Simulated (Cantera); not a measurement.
A closed system holds: 1 mol Si2H6, 0.51 mol NO, 1.3 mol H2, 0.13 mol O2, held at 350 °C and 13.3 mbar.

Equilibrium computed with Cantera from the NASA thermochemical tables; the gas is ideal and each condensed phase is pure. Candidate condensed phases: H2O, Si, SiO2, Si2N2O, Si3N4; 35 gas species. The feed counts by its element totals alone. Kinetics and transport are ignored.

### Question
What is the equilibrium state?

### Answer
```json
{
 "x(H2)": "1.00",
 "n(Si(s))": "1.23 mol",
 "n(SiO2(α-quartz))": "0.258 mol",
 "n(Si2N2O(s))": "0.255 mol",
 "gas_amount": "4.300 mol"
}
```
